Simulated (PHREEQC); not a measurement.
Solution (20 °C): 0.022 mol HF and 0.025 mol NH4HF2 per kg of water. Closed to the air; pH follows from the charge balance.

The numbers come from PHREEQC with the ion-association model, phreeqc.dat.

Precipitation was switched off in this run.

Task: What pH does the model give?

Result: pH 2.81.

Task: In which forms is F present?

Result: HF 58 %, F- 32 %, HF2- 9.9 % of the F.
